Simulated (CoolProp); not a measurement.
Methane along the isobar 16300 kPa: Z from the reference equation and from simpler models built on Tc = -82.6 °C, pc = 4599 kPa, ω = 0.011; each cubic takes its own stable root.

Computed with CoolProp (reference Helmholtz-energy equation of state, Setzmann 1991).

```
T (°C)           phase  reference
-------  -------------  ---------
-106.55         liquid     0.5243
-95.55          liquid     0.5175
-84.45          liquid     0.5163
-73.45   supercritical     0.5215
-62.45   supercritical     0.5343
-51.35   supercritical     0.5561
-40.35   supercritical     0.5873
-29.25   supercritical     0.6266
-18.25   supercritical     0.6694
-7.15    supercritical     0.7123
3.85     supercritical     0.7519
14.95    supercritical     0.7876
25.95    supercritical     0.8186
36.95    supercritical     0.8456
```

Question: How far does each simpler model (van der Waals, Soave-Redlich-Kwong) lie from the reference over these 14 states: mean and median of the absolute difference, and the worst?

Answer: 
- van der Waals: mean 15.6 %, median 12.3 %, worst +36.0 % at -106.55 °C and 16300 kPa
- Soave-Redlich-Kwong: mean 4.9 %, median 4.9 %, worst +7.2 % at -40.35 °C and 16300 kPa
